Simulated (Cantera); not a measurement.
## Ignition delay

Mixture: CH4 : C2H6 : O2 : N2 = 1 : 0.1 : 1.31 : 7.44 (molar parts), equivalence ratio 1.8, at 1000000 Pa, adiabatic and at constant volume. Ignition delay is the time to a rise of 400 K.

Cantera simulation using GRI-Mech 3.0 (53 species, 325 reactions); the numbers are that mechanism's predictions, not measurements.

```
T0 (K)  delay (ms)
------  ----------
1000          20.8
1075          5.87
1150          2.22
1225          1.01
1300         0.505
1375         0.262
1450         0.138
1525        0.0728
```

```
Property                                                Result
--------------------------------------------------  ----------
apparent activation energy between 1375 and 1525 K  150 kJ/mol
```
